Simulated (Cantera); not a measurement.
Transport properties of process gases

Gas mixture: 10.2 % N2, 46.0 % CH3OH, 43.9 % C3H8, at 100.0 Torr, frozen composition.

Cantera's kinetic-theory transport with the Lennard-Jones parameters of GRI-Mech 3.0, ideal gas; thermal conductivity in the multicomponent form. Polar gases are described roughly by these parameters. The composition is frozen, though it would react at the higher temperatures.

```csv
T (K),ρ (kg/m³),cp (J/kg/K),μ (µPa s),λ (mW/m/K),Pr,D (cm²/s) NO,D (cm²/s) O,D (cm²/s) H2O
400,0.148,1839,12.5,29.5,0.777,1.74,2.76,1.85
550,0.108,2308,16.8,49.4,0.783,3.07,4.85,3.47
700,0.0846,2704,20.6,71.0,0.786,4.68,7.37,5.51
850,0.0696,3016,24.2,92.6,0.788,6.54,10.3,7.92
1000,0.0592,3281,27.5,114,0.788,8.62,13.5,10.7
1150,0.0515,3478,30.6,135,0.788,10.9,17.1,13.7
1300,0.0455,3648,33.4,155,0.788,13.4,21.0,17.1
1450,0.0408,3793,36.2,174,0.787,16.1,25.3,20.7
```
D: mixture-averaged diffusion coefficient of that species in the mixture.
